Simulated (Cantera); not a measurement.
Input: 1 mol SiC, 1 mol N₂, at 2.00 mbar.

Equilibrium computed with Cantera from the NASA thermochemical tables; the gas is ideal and each condensed phase is pure. Candidate condensed phases: C, Si, SiC, Si₃N₄; 20 gas species. Equilibrium is a limit: real reactors are often held back by kinetics, nucleation or transport.

What share of the Si ends up in condensed phases as a function of T (K), at 1848, 1948, 2048, 2148, 2248, 2348, 2448, 2548, 2648, 2748, 2848, 2948?


| T (K) | Si condensed (%) | as |
|---|---|---|
| 1848 | 100.0 | SiC(s) |
| 1948 | 99.9 | SiC(s) |
| 2048 | 99.7 | SiC(s) |
| 2148 | 98.8 | SiC(s) |
| 2248 | 95.2 | SiC(s) |
| 2348 | 81.5 | SiC(s) |
| 2448 | 7.4 | SiC(s) |
| 2548 | 0.0 | - |
| 2648 | 0.0 | - |
| 2748 | 0.0 | - |
| 2848 | 0.0 | - |
| 2948 | 0.0 | - |
